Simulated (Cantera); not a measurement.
Source: NASA polynomial tables (part measured, part estimated), evaluated in Cantera. Values are per mole of reaction as written; species without (g) are pure solids or liquids, kept so even where they would boil at 1 bar.

Q: Between 300 and 1600 K, where is each reaction favourable under standard conditions?
- 3 Ta + 4 NO2(g) = 3 TaO2(g) + 2 N2O(g)

A: 
- 3 Ta + 4 NO2(g) = 3 TaO2(g) + 2 N2O(g): ΔG° is -635 kJ at 300 K and -870 kJ at 1600 K; it stays negative (K > 1). ΔH° is -599 kJ and ΔS° 170 J/K at 1600 K.
